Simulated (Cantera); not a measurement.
What does this Cantera script print?

```python
import numpy as np
import cantera as ct

gas_names = """
    C CO CO2 C2 C2O C3 C3O2 C4 C5 O O2 O3 Pb PbO Pb2
""".split()
cond_names = """
    C(gr) Pb(cr) Pb(L) PbO(rd) PbO(yw) PbO(L) PbO2(s) Pb3O4(s)
""".split()


def load(file, names, dense=False):
    # The tables refer to 1 bar. Condensed volumes are neglected.
    table = {s.name: s for s in ct.Species.list_from_file(file)}
    out = []
    for n in names:
        d = dict(table[n].input_data)
        d["thermo"] = dict(d["thermo"], **{"reference-pressure": 1e5})
        if dense:
            d["equation-of-state"] = {"model": "constant-volume", "density": "1e6 g/cm^3"}
        out.append(ct.Species.from_dict(d))
    return out


gas = ct.Solution(thermo="ideal-gas", species=load("nasa_gas.yaml", gas_names))
cond = {s.name: ct.Solution(thermo="fixed-stoichiometry", species=[s], name=s.name)
        for s in load("nasa_condensed.yaml", cond_names, dense=True)}
atoms = {
    'PbO': {'Pb': 1, 'O': 1},
    'C': {'C': 1},
    'CO': {'C': 1, 'O': 1},
}
top_T = {'C(gr)': 4500, 'Pb3O4(s)': 820}  # K; cautious upper limits of use, not melting points


def equilibrate(T, P, feed):
    n = {}
    for name, mol in feed.items():
        for a, k in atoms[name].items():
            n[a] = n.get(a, 0.0) + k * mol
    gas.TPX = T, P, n
    mass = sum(n.values()) * gas.mean_molecular_weight
    gas.equilibrate("TP")
    valid = [c for c in cond.values() if c.min_temp <= T <= top_T.get(c.name, c.max_temp)]
    mix = ct.Mixture([(gas, mass / gas.mean_molecular_weight)] + [(c, 0.0) for c in valid])
    mix.T, mix.P = T, P
    mix.equilibrate("TP", solver="vcs", rtol=1e-11, max_steps=5000)
    return mix


results = []
T = 1173  # K
P = 84  # Pa
for m in [0.88, 1.3, 1.8, 2.2, 2.7, 3.1, 3.5, 4, 4.4]:
    feed = {'PbO': 1, 'C': m, 'CO': 0.029}  # mol
    mix = equilibrate(T, P, feed)
    results.append((T, P, feed, dict(zip(mix.species_names, mix.species_moles))))
    x = sorted(zip(gas.X, gas.species_names), reverse=True)
    print(f"T = {T:g} K  P = {P:g} Pa  n(C) = {m:g} mol  gas = {mix.phase_moles(0):.4g} mol")
    print("   x: " + "  ".join(f"{s} {v:.3e}" for v, s in x if v > 1e-06))
    print("   condensed (mol): " + ("  ".join(f"{mix.phase(i).name} {mix.phase_moles(i):.4g}"
          for i in range(1, mix.n_phases) if mix.phase_moles(i) > 1e-12) or "none"))
```

It prints:

```
T = 1173 K  P = 84 Pa  n(C) = 0.88 mol  gas = 1.826 mol
   x: Pb 5.021e-01  CO 4.322e-01  CO2 6.573e-02  Pb2 1.411e-05  PbO 2.362e-06
   condensed (mol): Pb(L) 0.08328
T = 1173 K  P = 84 Pa  n(C) = 1.3 mol  gas = 2.029 mol
   x: CO 5.071e-01  Pb 4.928e-01  Pb2 1.360e-05  CO2 6.027e-06
   condensed (mol): C(gr) 0.3
T = 1173 K  P = 84 Pa  n(C) = 1.8 mol  gas = 2.029 mol
   x: CO 5.071e-01  Pb 4.928e-01  Pb2 1.360e-05  CO2 6.027e-06
   condensed (mol): C(gr) 0.8
T = 1173 K  P = 84 Pa  n(C) = 2.2 mol  gas = 2.029 mol
   x: CO 5.071e-01  Pb 4.928e-01  Pb2 1.360e-05  CO2 6.027e-06
   condensed (mol): C(gr) 1.2
T = 1173 K  P = 84 Pa  n(C) = 2.7 mol  gas = 2.029 mol
   x: CO 5.071e-01  Pb 4.928e-01  Pb2 1.360e-05  CO2 6.027e-06
   condensed (mol): C(gr) 1.7
T = 1173 K  P = 84 Pa  n(C) = 3.1 mol  gas = 2.029 mol
   x: CO 5.071e-01  Pb 4.928e-01  Pb2 1.360e-05  CO2 6.027e-06
   condensed (mol): C(gr) 2.1
T = 1173 K  P = 84 Pa  n(C) = 3.5 mol  gas = 2.029 mol
   x: CO 5.071e-01  Pb 4.928e-01  Pb2 1.360e-05  CO2 6.027e-06
   condensed (mol): C(gr) 2.5
T = 1173 K  P = 84 Pa  n(C) = 4 mol  gas = 2.029 mol
   x: CO 5.071e-01  Pb 4.928e-01  Pb2 1.360e-05  CO2 6.027e-06
   condensed (mol): C(gr) 3
T = 1173 K  P = 84 Pa  n(C) = 4.4 mol  gas = 2.029 mol
   x: CO 5.071e-01  Pb 4.928e-01  Pb2 1.360e-05  CO2 6.027e-06
   condensed (mol): C(gr) 3.4
```

Cantera equilibrium calculation (NASA polynomials, part measured and part estimated; ideal gas, pure solids and liquids).
